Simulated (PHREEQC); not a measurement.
Dissolve 3.6 mmol/kgw HCl, 20.5 mmol/kgw FeCl3 and 0.6 mmol/kgw KCl at 90 °C. Closed to the air; pH follows from the charge balance.

Equilibrium calculation in PHREEQC: ion-association model, wateq4f.dat.

This is a speciation only: nothing precipitates in the calculation.

Task: Order these Cl species by the share of Cl that they hold, largest first: FeCl2+, FeCl+2, Cl-.

Result: Cl- (91 %), FeCl+2 (8.6 %), FeCl2+ (0.28 %)

Task: Order these Fe species by the share of Fe that they hold, largest first: FeCl+2, FeOH+2, Fe(OH)2+, Fe2(OH)2+4, Fe+3.

Result: FeOH+2 (41 %), FeCl+2 (28 %), Fe2(OH)2+4 (19 %), Fe+3 (8.7 %), Fe(OH)2+ (3.2 %)

The pH is 1.85 and the ionic strength 0.0911 mol/kgw. Saturation is exceeded, for instance for Hematite (slow to form), Goethite (slow to form); the values hold only as long as no solid forms. At this temperature some constants are extrapolated from 25 °C, and those without enthalpy data are left unchanged.
